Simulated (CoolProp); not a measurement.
Dimethyl carbonate along the isotherm 285.4 K: Z from the reference equation and from simpler models built on Tc = 557.0 K, pc = 4.909 MPa, ω = 0.346; each cubic takes its own stable root.

Model: reference Helmholtz-energy equation of state, Zhou 2011, in CoolProp.

```
p (MPa)   phase  reference  van der Waals  Soave-Redlich-Kwong  Peng-Robinson
-------  ------  ---------  -------------  -------------------  -------------
0.00776  liquid  0.0002727         0.9978            0.0003092      0.0002750
0.0177   liquid  0.0006221         0.9951            0.0007054      0.0006271
0.0402   liquid   0.001413         0.9887             0.001602       0.001424
0.0915   liquid   0.003216         0.9739             0.003646       0.003242
0.208    liquid   0.007310        0.01270             0.008287       0.007369
0.474    liquid    0.01665        0.02892              0.01888        0.01679
1.08     liquid    0.03793        0.06576              0.04300        0.03824
2.45     liquid    0.08594         0.1485              0.09742        0.08665
```

At some of these states van der Waals gives the other phase, because its saturation line lies elsewhere.
